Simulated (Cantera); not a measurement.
What does this Cantera script print?

```python
import numpy as np
import cantera as ct

gas_names = [...]  # 123 gases of nasa_gas.yaml made of C, H, O, Si
cond_names = """
    C(gr) C6H6(L) C7H8(L) C8H18(L),n-octa H2O(s) H2O(L) Si(cr) Si(L) SiC(b) SiO2(Lqz) SiO2(hqz) SiO2(L)
""".split()


# ... load() reads the species with a 1 bar reference pressure and builds the phases ...
atoms = {
    'SiC': {'Si': 1, 'C': 1},
    'O2': {'O': 2},
    'H2': {'H': 2},
}
top_T = {'C(gr)': 4500, 'SiC(b)': 3050}  # K; cautious upper limits of use, not melting points


# ... equilibrate(T, P, feed) seeds the gas with the atoms and calls Mixture.equilibrate('TP', solver="vcs", rtol=1e-11, max_steps=5000) ...
results = []
feed = {'SiC': 1, 'O2': 0.0019, 'H2': 53}  # mol
P = 133.322  # Pa
for T in [1073, 1173, 1273, 1373, 1473, 1573, 1673, 1773, 1873, 1973]:
    mix = equilibrate(T, P, feed)
    results.append((T, P, feed, dict(zip(mix.species_names, mix.species_moles))))
    x = sorted(zip(gas.X, gas.species_names), reverse=True)
    print(f"T = {T:g} K  P = {P:g} Pa  gas = {mix.phase_moles(0):.4g} mol")
    print("   x: " + "  ".join(f"{s} {v:.3e}" for v, s in x if v > 0.0001))
    print("   condensed (mol): " + ("  ".join(f"{mix.phase(i).name} {mix.phase_moles(i):.4g}"
          for i in range(1, mix.n_phases) if mix.phase_moles(i) > 1e-12) or "none"))
```

Output:

```
T = 1073 K  P = 133.322 Pa  gas = 53 mol
   x: H2 1.000e+00
   condensed (mol): SiC(b) 0.9986  SiO2(hqz) 0.001319
T = 1173 K  P = 133.322 Pa  gas = 53 mol
   x: H2 9.999e-01
   condensed (mol): SiC(b) 0.9981
T = 1273 K  P = 133.322 Pa  gas = 53 mol
   x: H2 9.999e-01
   condensed (mol): SiC(b) 0.9981
T = 1373 K  P = 133.322 Pa  gas = 53.01 mol
   x: H2 9.998e-01
   condensed (mol): SiC(b) 0.9981
T = 1473 K  P = 133.322 Pa  gas = 53.01 mol
   x: H2 9.996e-01  H 3.464e-04
   condensed (mol): SiC(b) 0.9981
T = 1573 K  P = 133.322 Pa  gas = 53.03 mol
   x: H2 9.988e-01  H 1.113e-03
   condensed (mol): SiC(b) 0.9979
T = 1673 K  P = 133.322 Pa  gas = 53.09 mol
   x: H2 9.968e-01  H 3.114e-03
   condensed (mol): SiC(b) 0.997
T = 1773 K  P = 133.322 Pa  gas = 53.22 mol
   x: H2 9.920e-01  H 7.760e-03
   condensed (mol): SiC(b) 0.9944
T = 1873 K  P = 133.322 Pa  gas = 53.49 mol
   x: H2 9.819e-01  H 1.752e-02  Si 3.283e-04  C2H2,acetylene 1.371e-04
   condensed (mol): SiC(b) 0.9809
T = 1973 K  P = 133.322 Pa  gas = 54.05 mol
   x: H2 9.618e-01  H 3.624e-02  Si 1.208e-03  C2H2,acetylene 5.807e-04
   condensed (mol): SiC(b) 0.9272
```

Equilibrium computed with Cantera from the NASA thermochemical tables; the gas is ideal and each condensed phase is pure. Mutual solubility and eutectic melting of coexisting phases are not modelled.
